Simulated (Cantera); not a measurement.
An isothermal, constant-pressure homogeneous reactor starts with N₂O : N₂ = 1 : 0.99 (molar parts), at 1350 K and 1.10 bar.

Model: GRI-Mech 3.0 (53 species, 325 reactions), integrated in Cantera. GRI-Mech 3.0 was tuned for natural gas; its chemistry of N2O as a main component is partial and can be far from experiment. The mechanism lacks the step 2 NO + O2 → 2 NO2, which can matter for NO2 below about 1400 K. The temperature is held fixed by assumption; the heat of reaction is taken as removed at once.

Question: Predict: x(N₂O) at 60.0 s; x(NO) at 60.0 s; x(NO₂) at 60.0 s; x(O₂) at 60.0 s; x(N₂) at 60.0 s.

Answer: 
```
Quantity                                            Result
----------------  ----------------------------------------
x(N₂O) at 60.0 s   8.02e-7 (gas-phase equilibrium 3.67e-8)
x(NO) at 60.0 s    0.0513 (gas-phase equilibrium 0.000536)
x(NO₂) at 60.0 s  0.000436 (gas-phase equilibrium 4.88e-6)
x(O₂) at 60.0 s        0.175 (gas-phase equilibrium 0.201)
x(N₂) at 60.0 s        0.774 (gas-phase equilibrium 0.799)
```
